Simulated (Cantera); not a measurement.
Input: 1 mol Si, 1.8 mol H2, 3.8 mol HCl, equilibrated at 877 °C and 1300000 Pa.

These are equilibrium values from Cantera (NASA tables, ideal gas, pure condensed phases), not measurements of a reactor. Candidate condensed phases: Si; 19 gas species. The tables' values for SiCl3 are old estimates; treat these amounts as uncertain. Equilibrium is a limit: real reactors are often held back by kinetics, nucleation or transport.

Base state: H2 0.750, SiCl4 0.145, SiHCl3 0.0663, HCl 0.0332, SiH2Cl2 0.00381, SiCl3 0.00197, SiCl2 0.000293, SiH3Cl 5.91e-5 (mole fractions); condensed: gas only.

Task: What changes in the equilibrium state with this change: temperature from 877 °C to 1000 °C?

Result: 
```
species    before     after
-------  --------  --------
H2          0.750     0.732
SiCl4       0.145     0.129
SiHCl3     0.0663    0.0728
HCl        0.0332    0.0519
SiCl2    0.000293   0.00208
SiCl3     0.00197   0.00639
SiH3Cl    5.91e-5  0.000124
SiH2Cl2   0.00381   0.00568
```

Task: What changes in the equilibrium state with this change: HCl from 3.8 to 5.2 mol?

Result: 
| species | before | after |
|---|---|---|
| H2 | 0.750 | 0.623 |
| HCl | 0.0332 | 0.210 |
| SiCl4 | 0.145 | 0.157 |
| SiHCl3 | 0.0663 | 0.00946 |
| SiH3Cl | 5.91e-5 | 1.46e-7 |
| SiH2Cl2 | 0.00381 | 7.16e-5 |
| SiCl2 | 0.000293 | 6.62e-6 |
